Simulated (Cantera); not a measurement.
A diamond (100) surface in a fixed gas of H2 with x(CH4) = 0.0026, x(H) = 0.00065, at 1100 K, 31.5 Torr; coverages are run to steady state.

Model: the Harris–Goodwin 1993 mechanism for the reconstructed diamond (100) surface, integrated in Cantera.

θ: site fractions in the mechanism's names (c6HH fully hydrogenated, c6H* and c6*H radical sites, c6** diradical, c6HM methylated).

```csv
x(CH3),growth (µm/h),θ c6HH,θ c6H*,θ c6*H,θ c6**,θ c6HM
1e-06,0.00764,0.528,0.0271,0.430,0.0144,0.000116
2.6e-06,0.0198,0.528,0.0271,0.430,0.0143,0.000302
6.5e-06,(withheld),0.528,0.0271,0.429,0.0143,(withheld)
1.7e-05,0.129,0.527,0.0271,0.429,0.0142,0.00197
4.3e-05,0.324,0.525,0.0269,0.427,0.0141,0.00494
0.00011,0.812,0.519,0.0266,0.421,0.0136,0.0124
0.00028,(withheld),0.505,0.0258,0.409,0.0126,(withheld)
0.00071,4.46,0.474,0.0241,0.382,0.0105,0.0692
0.0018,9.04,0.417,0.0209,0.332,0.00718,0.143
```

Problem. What belongs in the gaps?

Solution. 
- 6.5e-06, growth (µm/h): 0.0496
- 6.5e-06, θ c6HM: 0.000754
- 0.00028, growth (µm/h): 1.97
- 0.00028, θ c6HM: 0.0302
